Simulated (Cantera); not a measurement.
## Equilibrium for abatement and gas-phase synthesis: N₂O + H₂ + O₂ + NH₃

A closed system holds: 1 mol N₂O, 0.35 mol H₂, 0.14 mol O₂, 1.4 mol NH₃, equilibrated at 1 atm.

These are equilibrium values from Cantera (NASA tables, ideal gas, pure condensed phases), not measurements of a reactor. Candidate condensed phases: H₂O; 47 gas species. Ions and electrons are included (thermal ionisation). Rates play no part.

From 2500 K to 5000 K nothing is condensed.

| T (K) | log p H | log p N₂ | log p H₂O | log p H₂ | log p O | log p OH | log p N | log p NO |
|---|---|---|---|---|---|---|---|---|
| 2500 | -1.88 | -0.39 | -0.51 | -0.56 | -4.02 | -2.52 | -6.73 | -3.62 |
| 3000 | -1.10 | -0.41 | -0.59 | -0.60 | -2.29 | -1.58 | -5.06 | -2.48 |
| 3500 | -0.58 | -0.50 | -0.99 | -0.70 | -1.32 | -1.20 | -3.90 | -1.97 |
| 4000 | -0.31 | -0.60 | -1.89 | -1.03 | -0.93 | -1.40 | -3.05 | -1.95 |
| 4500 | -0.23 | -0.65 | -3.03 | -1.54 | -0.83 | -1.88 | -2.37 | -2.11 |
| 5000 | -0.21 | -0.68 | -4.10 | -2.04 | -0.81 | -2.37 | -1.82 | -2.30 |
log p: log10 of the partial pressure in bar; nothing condenses.
